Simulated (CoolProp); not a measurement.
Vapour-liquid equilibrium of R125 (1) + R236EA (2) at 0.709 MPa; x and y are mole fractions of (1).

The numbers come from the multi-fluid Helmholtz-energy mixture model, Lemmon 2005 and Rui 2013; pair parameters Bell 2016 in CoolProp.

```json
[
 {"x": "0.05", "bubble temperature (°C)": "60.0", "y at the bubble point": "0.168", "dew temperature at overall composition x (°C)": "64.4", "liquid density (mol/L)": "8.614"},
 {"x": "0.15", "bubble temperature (°C)": "49.0", "y at the bubble point": "0.423", "dew temperature at overall composition x (°C)": "60.7", "liquid density (mol/L)": "8.956"},
 {"x": "0.25", "bubble temperature (°C)": "39.8", "y at the bubble point": "0.597", "dew temperature at overall composition x (°C)": "56.7", "liquid density (mol/L)": "9.265"},
 {"x": "0.35", "bubble temperature (°C)": "32.0", "y at the bubble point": "0.717", "dew temperature at overall composition x (°C)": "52.4", "liquid density (mol/L)": "9.544"},
 {"x": "0.45", "bubble temperature (°C)": "25.5", "y at the bubble point": "0.800", "dew temperature at overall composition x (°C)": "47.7", "liquid density (mol/L)": "9.801"},
 {"x": "0.55", "bubble temperature (°C)": "19.9", "y at the bubble point": "0.861", "dew temperature at overall composition x (°C)": "42.5", "liquid density (mol/L)": "10.04"},
 {"x": "0.65", "bubble temperature (°C)": "15.0", "y at the bubble point": "0.906", "dew temperature at overall composition x (°C)": "36.5", "liquid density (mol/L)": "10.26"},
 {"x": "0.75", "bubble temperature (°C)": "10.8", "y at the bubble point": "0.941", "dew temperature at overall composition x (°C)": "29.6", "liquid density (mol/L)": "10.47"},
 {"x": "0.85", "bubble temperature (°C)": "6.9", "y at the bubble point": "0.968", "dew temperature at overall composition x (°C)": "21.0", "liquid density (mol/L)": "10.66"},
 {"x": "0.95", "bubble temperature (°C)": "3.4", "y at the bubble point": "0.990", "dew temperature at overall composition x (°C)": "9.5", "liquid density (mol/L)": "10.84"}
]
```

No azeotrope shows between x = 0.05 and 0.95.

The pair parameters rest on a limited set of measurements; away from them the model extrapolates.
